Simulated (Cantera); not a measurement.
What does this Cantera script print?

```python
import numpy as np
import cantera as ct

gas_names = """
    H HO2 H2 H2O H2O2 O OH O2 O3 Ti TiO TiO2
""".split()
cond_names = """
    H2O(s) H2O(L) Ti(a) Ti(b) Ti(L) TiO(a) TiO(b) TiO(L) TiO2(ru) TiO2(L) Ti2O3(a) Ti2O3(b) Ti2O3(L)
    Ti3O5(a) Ti3O5(b) Ti3O5(L) Ti4O7(s) Ti4O7(L)
""".split()


def load(file, names, dense=False):
    # The tables refer to 1 bar. Condensed volumes are neglected.
    table = {s.name: s for s in ct.Species.list_from_file(file)}
    out = []
    for n in names:
        d = dict(table[n].input_data)
        d["thermo"] = dict(d["thermo"], **{"reference-pressure": 1e5})
        if dense:
            d["equation-of-state"] = {"model": "constant-volume", "density": "1e6 g/cm^3"}
        out.append(ct.Species.from_dict(d))
    return out


gas = ct.Solution(thermo="ideal-gas", species=load("nasa_gas.yaml", gas_names))
cond = {s.name: ct.Solution(thermo="fixed-stoichiometry", species=[s], name=s.name)
        for s in load("nasa_condensed.yaml", cond_names, dense=True)}
atoms = {
    'Ti': {'Ti': 1},
    'O2': {'O': 2},
    'H2': {'H': 2},
}
top_T = {}  # K; cautious upper limits of use, not melting points


def equilibrate(T, P, feed):
    n = {}
    for name, mol in feed.items():
        for a, k in atoms[name].items():
            n[a] = n.get(a, 0.0) + k * mol
    gas.TPX = T, P, n
    mass = sum(n.values()) * gas.mean_molecular_weight
    gas.equilibrate("TP")
    valid = [c for c in cond.values() if c.min_temp <= T <= top_T.get(c.name, c.max_temp)]
    mix = ct.Mixture([(gas, mass / gas.mean_molecular_weight)] + [(c, 0.0) for c in valid])
    mix.T, mix.P = T, P
    mix.equilibrate("TP", solver="vcs", rtol=1e-11, max_steps=5000)
    return mix


results = []
feed = {'Ti': 1, 'O2': 0.0024, 'H2': 2.3}  # mol
P = 1000  # Pa
for T in [1023, 1123, 1223, 1323, 1423, 1523, 1623, 1723, 1823, 1923]:
    mix = equilibrate(T, P, feed)
    results.append((T, P, feed, dict(zip(mix.species_names, mix.species_moles))))

top = {s: max(r[3][s] / sum(r[3][g] for g in gas_names) for r in results) for s in gas_names}
cols = sorted((s for s in top if top[s] > 1e-05), key=lambda s: -top[s])[:9]
seen = [c for c in cond_names if any(r[3].get(c, 0) > 1e-12 for r in results)]
print("log10 of partial pressures in bar; condensed amounts in mol")
print(f"{'T/K':>10s}" + "".join(f"{s[:9]:>10s}" for s in cols + seen))
for T, P, feed, n in results:
    ng = sum(n[g] for g in gas_names)
    print(f"{T:10.4g}" + "".join(f"{np.log10(max(n[s] / ng * P / 1e5, 1e-99)):10.3f}" for s in cols)
          + "".join(f"{n.get(c, 0):10.4g}" for c in seen))
```

Result:

```
log10 of partial pressures in bar; condensed amounts in mol
       T/K        H2         H        Ti       TiO     Ti(a)     Ti(b)    TiO(a)    TiO(b)
      1023    -2.000    -9.383   -16.495   -20.446    0.9952         0    0.0048         0
      1123    -2.000    -8.371   -14.367   -17.787    0.9952         0    0.0048         0
      1223    -2.000    -7.522   -12.603   -15.572         0    0.9952    0.0048         0
      1323    -2.000    -6.800   -11.113   -13.707         0    0.9952         0    0.0048
      1423    -2.000    -6.178    -9.835   -12.117         0    0.9952         0    0.0048
      1523    -2.000    -5.636    -8.726   -10.743         0    0.9952         0    0.0048
      1623    -2.000    -5.161    -7.757    -9.545         0    0.9952         0    0.0048
      1723    -2.001    -4.739    -6.902    -8.492         0    0.9952         0  0.004799
      1823    -2.002    -4.364    -6.143    -7.560         0     0.995         0  0.004793
      1923    -2.004    -4.028    -5.466    -6.730         0    0.9944         0  0.004755
```

Method: chemical equilibrium by Gibbs-energy minimisation in Cantera with the NASA 1993 tables (ideal gas, pure condensed phases). Mutual solubility and eutectic melting of coexisting phases are not modelled. TiO: taken at fixed stoichiometry. Condensed phases not in the tables: N, O or C dissolved in the metal.
